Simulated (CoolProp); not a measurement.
Vapour-liquid equilibrium of dimethyl ether (1) + chloromethane (R40) (2) at 1.49 MPa; x and y are mole fractions of (1).

Model: multi-fluid Helmholtz-energy mixture model, Wu 2011 and Thol 2014; pair parameters Bell 2016, in CoolProp.

```
x      bubble temperature, mixture model (°C)  bubble temperature, Raoult's law (°C)  y, mixture model  y, Raoult's law
-----  --------------------------------------  -------------------------------------  ----------------  ---------------
0.05                                     62.2                                   61.9             0.045            0.051
0.125                                    62.7                                   61.8             0.116            0.127
0.2                                      63.0                                   61.8             0.189            0.202
0.275                                    63.3                                   61.7             0.265            0.278
0.35                                     63.5                                   61.7             0.343            0.353
0.425                                    63.6                                   61.6             0.422            0.429
0.5                                      63.6                                   61.6             0.502            0.504
0.575                                    63.5                                   61.5             0.582            0.579
0.65                                     63.3                                   61.5             0.661            0.653
0.725                                    63.0                                   61.4             0.739            0.728
0.8                                      62.7                                   61.4             0.814            0.802
0.875                                    62.2                                   61.3             0.887            0.877
0.95                                     61.7                                   61.3             0.956            0.951
```

The largest gap from Raoult's law is +2.0 K in bubble temperature, at x = 0.5. y crosses x between x = 0.425 and 0.5: the model has an azeotrope there.

The pair parameters rest on a limited set of measurements; away from them the model extrapolates.
